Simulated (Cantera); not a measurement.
Charge: 1 mol SiH2Cl2, 92 mol H2, at 552 °C and 1 atm.

Cantera equilibrium calculation (NASA polynomials, part measured and part estimated; ideal gas, pure solids and liquids). Candidate condensed phases: Si; 19 gas species. Rates play no part.

Base state: H2 0.993, SiHCl3 0.00358, SiCl4 0.00222, HCl 0.000761, SiH2Cl2 0.000488, SiH3Cl 1.55e-5 (mole fractions); condensed: Si(s).

Question: What changes in the equilibrium state with this change: SiH2Cl2 replaced by Si3H8?

Answer: 
```json
[
 {"species": "H2", "before": "0.993", "after": "1.00"},
 {"species": "SiHCl3", "before": "0.00358", "after": "0"},
 {"species": "SiCl4", "before": "0.00222", "after": "0"},
 {"species": "HCl", "before": "0.000761", "after": "0"},
 {"species": "SiH2Cl2", "before": "0.000488", "after": "0"},
 {"species": "SiH3Cl", "before": "1.55e-5", "after": "0"},
 {"species": "Si(s), mol", "before": "0.410", "after": "3.00"}
]
```
The feed counts by its element totals alone.

Question: What changes in the equilibrium state with this change: temperature from 552 °C to 1200 °C?

Answer: 
```json
[
 {"species": "H2", "before": "0.993", "after": "0.980"},
 {"species": "HCl", "before": "0.000761", "after": "0.0186"},
 {"species": "SiCl2", "before": "6.46e-7", "after": "0.00110"},
 {"species": "SiHCl3", "before": "0.00358", "after": "5.90e-5"},
 {"species": "H", "before": "<1e-9", "after": "1.24e-5"},
 {"species": "SiCl4", "before": "0.00222", "after": "1.19e-5"},
 {"species": "SiCl3", "before": "4.04e-6", "after": "6.20e-5"},
 {"species": "SiH2Cl2", "before": "0.000488", "after": "4.59e-5"},
 {"species": "SiH3Cl", "before": "1.55e-5", "after": "1.04e-5"},
 {"species": "Si(s), mol", "before": "0.410", "after": "0.878"}
]
```
The tables' values for SiCl3 are old estimates; treat these amounts as uncertain.

Question: What changes in the equilibrium state with this change: pressure from 1 atm to 0.0460 bar?

Answer: 
| species | before | after |
|---|---|---|
| H2 | 0.993 | 0.993 |
| SiCl4 | 0.00222 | 0.00320 |
| SiHCl3 | 0.00358 | 0.00217 |
| HCl | 0.000761 | 0.00181 |
| SiH3Cl | 1.55e-5 | 1.67e-6 |
| SiH2Cl2 | 0.000488 | 0.000125 |
| Si(s), mol | 0.410 | 0.485 |
The tables' values for SiCl3 are old estimates; treat these amounts as uncertain.
